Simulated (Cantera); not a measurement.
Input: 1 mol Fe, 19 mol H2O, 19 mol CO, at 727 °C and 1 atm.

These are equilibrium values from Cantera (NASA tables, ideal gas, pure condensed phases), not measurements of a reactor. Candidate condensed phases: C, C6H6, C7H8, C8H18, Fe, Fe(CO)5, FeO, Fe(OH)2, Fe(OH)3, Fe2O3, Fe3O4, H2O; 114 gas species. The tables' stoichiometric FeO is somewhat more stable than real wüstite, so its field is too wide. FeO: taken at fixed stoichiometry. Rates play no part.

### Question
What is the equilibrium state?

### Answer
```json
{
  "x(H2)": "0.284",
  "x(CO2)": "0.260",
  "x(CO)": "0.240",
  "x(H2O)": "0.215",
  "x(CH4)": "0.000987",
  "n(FeO(s))": "1.00 mol",
  "gas_amount": "37.93 mol",
  "log10 activity of Fe(α) (absent)": "-0.63",
  "log10 activity of C(graphite) (absent)": "-0.90",
  "log10 activity of Fe(OH)2(s) (absent)": "-5.50"
}
```
